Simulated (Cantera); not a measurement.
Input: 1 mol HMDSO, 7.1 mol N2O, 6.6 mol N2, 5.3 mol CO2, held at 10.0 mbar.

Method: chemical equilibrium by Gibbs-energy minimisation in Cantera with the NASA 1993 tables (ideal gas, pure condensed phases). Candidate condensed phases: C, C6H6, C7H8, C8H18, H2O, Si, SiC, SiO2, Si2N2O, Si3N4; 151 gas species. The feed counts by its element totals alone. The tables hold silica as quartz up to 1696 K and as liquid above; real silica turns to tridymite and cristobalite and melts near 1996 K. Equilibrium is a limit: real reactors are often held back by kinetics, nucleation or transport.

Task: At 1052 °C, list the 5 most abundant gas species with their mole fractions, and the condensed phases.

Result: N2 0.403, CO 0.290, H2 0.208, H2O 0.0572, CO2 0.0428. Condensed: SiO2(β-quartz).
